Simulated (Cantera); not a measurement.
Input: 1 mol BF3, 0.14 mol H2O, 100 mol N2, at 1577 °C and 560 Pa.

These are equilibrium values from Cantera (NASA tables, ideal gas, pure condensed phases), not measurements of a reactor. Candidate condensed phases: B, BN, B2O3, B3O3H3, H2O; 62 gas species. The tables' values for BF2 are old estimates; treat these amounts as uncertain. Equilibrium is a limit: real reactors are often held back by kinetics, nucleation or transport.

Problem. What is the equilibrium state?

Solution. 
| Quantity | Result |
|---|---|
| x(N2) | 0.987 |
| x(BF3) | 0.00847 |
| x(HF) | 0.00276 |
| x(BOF) | 0.00138 |
| x(BF2) | 2.31e-5 |
| x(F) | 2.28e-5 |
| x(H) | 1.34e-6 |
| gas amount | 101.3 mol |
| log10 activity of B(s) (absent) | -9.50 |
| log10 activity of B3O3H3(s) (absent) | -41.53 |
